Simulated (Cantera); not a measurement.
Gas-phase reforming

An isothermal, constant-pressure homogeneous reactor starts with 22.2 % CH₄, 66.7 % CO₂, 11.1 % H₂, at 2023 K and 100.0 Torr.

Computed with Cantera and GRI-Mech 3.0 (53 species, 325 reactions).

```tsv
t (s)	x CH₄	x CO₂	x H₂	x OH	x C₂H₄
4.00e-6	0.222	0.667	0.111	1.36e-6	2.74e-8
9.72e-6	0.221	0.666	0.111	1.92e-6	6.89e-7
2.36e-5	0.220	0.666	0.112	3.34e-6	1.30e-5
5.74e-5	0.217	0.665	0.113	7.03e-6	0.000197
0.000139	0.206	0.658	0.118	1.69e-5	0.00225
0.000339	0.161	0.623	0.150	3.76e-5	0.00909
0.000823	0.0892	0.530	0.198	6.21e-5	0.00451
0.00200	0.0355	0.400	0.182	0.000107	0.000958
0.00486	0.00867	0.259	0.120	0.000204	0.000157
0.0118	0.00393	0.182	0.124	0.000232	4.74e-5
0.0287	0.00245	0.136	0.162	0.000184	1.35e-5
0.0697	0.000393	0.114	0.186	0.000162	4.00e-7
0.169	1.78e-8	0.112	0.188	0.000226	7.39e-12
0.412	1.16e-11	0.112	0.188	0.000245	<1e-12
1.00	1.16e-11	0.112	0.188	0.000245	<1e-12
```
x: mole fraction; the columns are a selection and need not sum to one.

Equilibrium at this temperature and pressure: CH₄ 1.28e-11, CO₂ 0.112, H₂ 0.188, OH 0.000245, C₂H₄ <1e-12 (gas phase only).
